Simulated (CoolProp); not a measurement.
Vapour-liquid equilibrium of CH2F2 (R32) (1) + dimethyl ether (2) at 13.65 °C; x and y are mole fractions of (1).

Computed with CoolProp (multi-fluid Helmholtz-energy mixture model, Tillner-Roth 1997 and Wu 2011; pair parameters Bell 2016).

Problem. Give the bubble pressure and the first vapour's composition at x = 0.25, 0.35, 0.85. Is there an azeotrope?

Solution. x = 0.25: 602.9 kPa, y = 0.457; x = 0.35: 684.7 kPa, y = 0.579; x = 0.85: 1104 kPa, y = 0.930. No azeotrope shows between x = 0.05 and 0.95.

Pair parameters are fitted to limited data, so mixtures are less certain than the pure fluids.
